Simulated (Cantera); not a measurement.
What does this Cantera script print?

```python
import numpy as np
import cantera as ct

gas = ct.Solution("gri30.yaml")


def delay(T, t_max=10):
    gas.TPX = T, 1000000, {'H2': 1, 'O2': 0.357, 'N2': 1.34}
    reactor = ct.IdealGasReactor(gas, clone=False)
    net = ct.ReactorNet([reactor])
    net.rtol, net.atol = 1e-8, 1e-16
    while net.time < t_max:
        t_old, T_old = net.time, reactor.T
        net.step()
        if reactor.T > T + 400:  # ignition: a rise of 400 K
            return t_old + (T + 400 - T_old) / (reactor.T - T_old) * (net.time - t_old)
    return np.nan


taus = []
for T in [1225, 1325, 1425, 1525, 1625, 1725, 1825]:
    taus.append(delay(T))
    print(f"T0 = {T:6g} K   tau = {taus[-1]:.4e} s")
```

Output:

```
T0 =   1225 K   tau = 2.6131e-05 s
T0 =   1325 K   tau = 3.9327e-06 s
T0 =   1425 K   tau = 1.9929e-06 s
T0 =   1525 K   tau = 1.2905e-06 s
T0 =   1625 K   tau = 9.3198e-07 s
T0 =   1725 K   tau = 7.1946e-07 s
T0 =   1825 K   tau = 5.8339e-07 s
```

Model: GRI-Mech 3.0 (53 species, 325 reactions), integrated in Cantera. The hydrogen kinetics of GRI-Mech 3.0 are dated; newer H2 mechanisms differ, most at raised pressure. Where the delays flatten at high temperature, the 400 K rule measures the pace of heat release, not the induction time.
